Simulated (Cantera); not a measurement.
Input: 1 mol n-butane, 57 mol H2, at 1452 °C and 100000 Pa.

Cantera equilibrium calculation (NASA polynomials, part measured and part estimated; ideal gas, pure solids and liquids). Candidate condensed phases: C, C6H6, C7H8, C8H18; 76 gas species. Equilibrium is a limit: real reactors are often held back by kinetics, nucleation or transport.

Base state: H2 0.999, CH4 0.000996, H 0.000186, C2H2 (acetylene) 9.20e-5 (mole fractions); condensed: C(graphite).

Problem. What changes in the equilibrium state with this change: temperature from 1452 °C to 1852 °C?

Solution. 
```tsv
species	before	after
H2	0.999	0.994
H	0.000186	0.00362
C2H2 (acetylene)	9.20e-5	0.00167
CH3	3.76e-6	2.17e-5
CH4	0.000996	0.000308
C(graphite), mol	3.93	3.77
```
